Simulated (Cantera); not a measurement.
Input: 1 mol TiCl₄, 6 mol O₂, equilibrated at 0.00100 bar.

Method: chemical equilibrium by Gibbs-energy minimisation in Cantera with the NASA 1993 tables (ideal gas, pure condensed phases). Candidate condensed phases: Ti, TiCl₂, TiCl₃, TiCl₄, TiO, TiO₂, Ti₂O₃, Ti₃O₅, Ti₄O₇; 15 gas species. Equilibrium is a limit: real reactors are often held back by kinetics, nucleation or transport. All values below are at 1550 K.

Base state: O₂ 0.569, Cl 0.405, Cl₂ 0.0251, ClO 0.000223, O 0.000187 (mole fractions); condensed: TiO₂(rutile).

**Question.** What changes in the equilibrium state with this change: O₂ from 6 to 1.2 mol?

**Answer.** 
```json
[
 {"species": "Cl", "before": "0.405", "after": "0.839"},
 {"species": "Cl₂", "before": "0.0251", "after": "0.108"},
 {"species": "O₂", "before": "0.569", "after": "0.0529"},
 {"species": "TiCl₄", "before": "1.08e-6", "after": "0.000214"},
 {"species": "TiOCl₂", "before": "9.97e-7", "after": "1.40e-5"},
 {"species": "O", "before": "0.000187", "after": "5.69e-5"},
 {"species": "ClO", "before": "0.000223", "after": "0.000141"},
 {"species": "TiO₂(rutile), mol", "before": "1.000", "after": "0.999"}
]
```

**Question.** What changes in the equilibrium state with this change: O₂ from 6 to 12 mol?

**Answer.** 
```tsv
species	before	after
O₂	0.569	0.740
Cl	0.405	0.250
Cl₂	0.0251	0.00954
ClO	0.000223	0.000157
O	0.000187	0.000213
TiO₂(rutile), mol	1.000	1.000
```
